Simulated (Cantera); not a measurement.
Input: 1 mol SiH₂Cl₂, 21 mol N₂, 0.19 mol H₂, 1.1 mol NH₃, equilibrated at 35.0 Pa.

Equilibrium computed with Cantera from the NASA thermochemical tables; the gas is ideal and each condensed phase is pure. Candidate condensed phases: NH₄Cl, Si, Si₃N₄; 28 gas species. The tables' values for SiCl, SiN, SiCl₃ are old estimates; treat these amounts as uncertain. Rates play no part.

x: gas mole fraction; n: condensed amount in mol.

| T (K) | x N₂ | x H₂ | x HCl | x SiCl₂ | x Si | x H | x Cl | n Si(s) | n Si(l) |
|---|---|---|---|---|---|---|---|---|---|
| 1623 | 0.848 | 0.0977 | 0.0268 | 0.0257 | 0.000447 | 0.00116 | 0.000249 | 0.329 | 0 |
| 1673 | 0.847 | 0.0974 | 0.0263 | 0.0257 | 0.00119 | 0.00190 | 0.000401 | 0.304 | 0 |
| 1723 | 0.844 | 0.0965 | 0.0265 | 0.0252 | 0.00281 | 0.00303 | 0.000645 | 0 | ? |
| 1773 | 0.841 | 0.0950 | 0.0269 | 0.0245 | 0.00609 | 0.00469 | 0.00102 | 0 | ? |
| 1823 | 0.833 | 0.0928 | 0.0270 | 0.0236 | 0.0126 | 0.00705 | 0.00157 | 0 | ? |
| 1873 | 0.829 | 0.0882 | 0.0318 | 0.0202 | 0.0159 | 0.0102 | 0.00280 | 0 | 0 |
| 1923 | 0.823 | 0.0830 | 0.0364 | 0.0166 | 0.0192 | 0.0145 | 0.00479 | 0 | 0 |

Task: What belongs in the gaps?

Result: 
- 1723, n Si(l): 0.263
- 1773, n Si(l): 0.180
- 1823, n Si(l): 0.00534
